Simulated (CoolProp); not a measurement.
Diethyl ether at several states: Z from the reference equation and from simpler models built on Tc = 194.7 °C, pc = 37.17 bar, ω = 0.282; each cubic takes its own stable root.

Values from CoolProp's reference Helmholtz-energy equation of state, Thol 2014.

```json
[
 {"T (°C)": "88.15", "p (bar)": "3.65", "phase": "gas", "reference": "0.9072"},
 {"T (°C)": "257.15", "p (bar)": "1.82", "phase": "gas", "reference": "0.9894"},
 {"T (°C)": "197.25", "p (bar)": "2.77", "phase": "gas", "reference": "0.9748"},
 {"T (°C)": "16.15", "p (bar)": "179", "phase": "liquid", "reference": "0.7471"},
 {"T (°C)": "147.55", "p (bar)": "1.08", "phase": "gas", "reference": "0.9856"},
 {"T (°C)": "266.55", "p (bar)": "9.13", "phase": "gas", "reference": "0.9484"}
]
```

### Question
How far does each simpler model (Soave-Redlich-Kwong, Peng-Robinson) lie from the reference over these 6 states: mean and median of the absolute difference, and the worst?

### Answer
- Soave-Redlich-Kwong: mean 1.6 %, median 0.0 %, worst +8.4 % at 16.15 °C and 179 bar
- Peng-Robinson: mean 0.9 %, median 0.5 %, worst -3.4 % at 16.15 °C and 179 bar
